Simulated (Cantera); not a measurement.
**Equilibrium for halide evaporation, hydrolysis and transport: CaF2 + O2 + H2**

Feed: 1 mol CaF2, 0.71 mol O2, a varied amount of H2, held at 0.00133 bar.

Equilibrium computed with Cantera from the NASA thermochemical tables; the gas is ideal and each condensed phase is pure. Candidate condensed phases: Ca, CaF2, CaO, Ca(OH)2, H2O; 29 gas species. Equilibrium is a limit: real reactors are often held back by kinetics, nucleation or transport.

Stable condensed phases:

```
T in °C \ n(H2) in mol
          2  9 16 23 30 37 44
    675   A  A  A  A  A  A  A
    650   A  A  A  A  A  A  A
    625   A  A  A  A  A  A  A
    600   A  A  A  A  A  A  A
    575   B  A  A  A  A  A  A
    550   B  B  A  A  A  A  A
    525   B  B  B  B  B  B  B
    500   B  B  B  B  B  B  B
    475   B  B  B  B  B  B  B
    450   B  B  B  B  B  B  B
```

A: CaF2 + CaO; B: CaF2.
